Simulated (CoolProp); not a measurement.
Saturation properties of octamethylcyclotetrasiloxane (D4).

Model: reference Helmholtz-energy equation of state, Thol 2015, in CoolProp.

```tsv
T (K)	p (kPa)	liquid density (kg/m³)	vapour density (kg/m³)	enthalpy of vaporisation (kJ/kg)	liquid cp (kJ/(kg K))
398.5	22.76	832.0	2.091	149.7	1.873
408	31.30	819.9	2.829	146.3	1.896
417.5	42.24	807.7	3.761	142.8	1.918
427	56.02	795.2	4.926	139.3	1.941
436.5	73.13	782.5	6.363	135.7	1.965
446	94.10	769.4	8.118	132.0	1.989
455.5	119.5	756.0	10.25	128.2	2.013
465	149.9	742.2	12.81	124.3	2.039
474.5	185.9	727.9	15.88	120.2	2.065
484	228.2	713.0	19.54	116.0	2.092
493.5	277.6	697.5	23.92	111.5	2.121
503	334.8	681.1	29.13	106.8	2.152
512.5	400.6	663.9	35.36	101.7	2.186
```

It boils at 448.9 K under 1 atm.
